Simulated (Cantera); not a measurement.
What does this Cantera script print?

```python
import numpy as np
import cantera as ct

gas_names = [...]  # 97 gases of nasa_gas.yaml made of Al, C, H, N
cond_names = """
    AL(cr) AL(L) ALN(s) C(gr) C6H6(L) C7H8(L) C8H18(L),n-octa
""".split()


# ... load() reads the species with a 1 bar reference pressure and builds the phases ...
atoms = {
    'Al(CH3)3': {'AL': 1, 'C': 3, 'H': 9},
    'N2': {'N': 2},
}
top_T = {'ALN(s)': 2750, 'C(gr)': 4500}  # K; cautious upper limits of use, not melting points


# ... equilibrate(T, P, feed) seeds the gas with the atoms and calls Mixture.equilibrate('TP', solver="vcs", rtol=1e-11, max_steps=5000) ...
results = []
feed = {'Al(CH3)3': 1, 'N2': 99}  # mol
P = 133.322  # Pa
for T in [673, 773, 873, 973, 1073, 1173, 1273, 1373, 1473, 1573, 1673, 1773, 1873, 1973]:
    mix = equilibrate(T, P, feed)
    results.append((T, P, feed, dict(zip(mix.species_names, mix.species_moles))))

top = {s: max(r[3][s] / sum(r[3][g] for g in gas_names) for r in results) for s in gas_names}
cols = sorted((s for s in top if top[s] > 1e-05), key=lambda s: -top[s])[:9]
seen = [c for c in cond_names if any(r[3].get(c, 0) > 1e-12 for r in results)]
print("log10 of partial pressures in bar; condensed amounts in mol")
print(f"{'T/K':>10s}" + "".join(f"{s[:9]:>10s}" for s in cols + seen))
for T, P, feed, n in results:
    ng = sum(n[g] for g in gas_names)
    print(f"{T:10.4g}" + "".join(f"{np.log10(max(n[s] / ng * P / 1e5, 1e-99)):10.3f}" for s in cols)
          + "".join(f"{n.get(c, 0):10.4g}" for c in seen))
```

Output:

```
log10 of partial pressures in bar; condensed amounts in mol
       T/K        N2        H2        AL         H       HCN       HNC       CH4       ALH C2H2,acet    ALN(s)     C(gr)
       673    -2.894    -4.235   -36.281   -16.375   -12.244   -16.612    -7.287   -35.212   -18.915         1     2.996
       773    -2.894    -4.235   -29.795   -14.160   -10.898   -14.659    -8.144   -29.452   -16.639         1     2.999
       873    -2.894    -4.235   -24.803   -12.447    -9.863   -13.155    -8.817   -25.020   -14.890         1         3
       973    -2.894    -4.235   -20.844   -11.083    -9.043   -11.961    -9.361   -21.507   -13.504         1         3
      1073    -2.894    -4.235   -17.629    -9.971    -8.377   -10.991    -9.807   -18.655   -12.379         1         3
      1173    -2.895    -4.235   -14.966    -9.046    -7.825   -10.188   -10.181   -16.295   -11.448         1     2.999
      1273    -2.895    -4.235   -12.726    -8.264    -7.362    -9.511   -10.497   -14.309   -10.665         1     2.997
      1373    -2.895    -4.235   -10.816    -7.595    -6.966    -8.934   -10.768   -12.617    -9.998         1     2.992
      1473    -2.895    -4.236    -9.168    -7.016    -6.625    -8.437   -11.004   -11.158    -9.423    0.9999     2.981
      1573    -2.895    -4.238    -7.733    -6.510    -6.329    -8.004   -11.212    -9.888    -8.923    0.9986     2.963
      1673    -2.895    -4.242    -6.471    -6.064    -6.070    -7.624   -11.399    -8.773    -8.486    0.9738     2.932
      1773    -2.897    -4.251    -5.354    -5.672    -5.844    -7.291   -11.576    -7.789    -8.105    0.6545     2.883
      1873    -2.900    -4.270    -4.896    -5.325    -5.648    -7.001   -11.754    -7.455    -7.775         0     2.813
      1973    -2.901    -4.296    -4.897    -5.018    -5.476    -6.743   -11.932    -7.572    -7.489         0     2.717
```

Method: chemical equilibrium by Gibbs-energy minimisation in Cantera with the NASA 1993 tables (ideal gas, pure condensed phases). The feed counts by its element totals alone.
